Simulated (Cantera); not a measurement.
A closed system holds: 1 mol H2S, 0.039 mol H2O, 1.1 mol H2, at 1000 K and 10.0 Torr.

Equilibrium computed with Cantera from the NASA thermochemical tables; the gas is ideal and each condensed phase is pure. Candidate condensed phases: H2O, H2SO4, S; 19 gas species. Gases not in the tables: S3 to S7. Rates play no part.

Base state: H2 0.519, H2S 0.460, H2O 0.0182, S2 0.00319, SH 3.33e-5 (mole fractions); condensed: gas only.

Q: What changes in the equilibrium state with this change: H2 from 1.1 to 19 mol?

A: 
```csv
species,before,after
H2,0.519,0.948
H2S,0.460,0.0499
H2O,0.0182,0.00195
S2,0.00319,1.13e-5
SH,3.33e-5,2.68e-6
```

Q: What changes in the equilibrium state with this change: H2S replaced by N2O?

A: 
```tsv
species	before	after
H2O	0.0182	0.486
N2	0	0.468
H2	0.519	0.0468
H2S	0.460	0
S2	0.00319	0
SH	3.33e-5	0
```
